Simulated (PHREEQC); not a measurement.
Make-up at 25 °C: 0.0038 mol/kgw CdCl2 and 0.025 mol/kgw NaHSO4. Closed to the air; pH follows from the charge balance.

All values are PHREEQC results (ion-association model, wateq4f.dat), not measurements.

Precipitation was switched off in this run.

**Question.** Predict the pH, ionic strength.

**Answer.** pH 1.88; ionic strength 0.0594 mol/kgw.

**Question.** In which forms is Cl present?

**Answer.** Cl- 93 %, CdCl+ 6.8 % of the Cl.

Species that the database lacks are ignored.
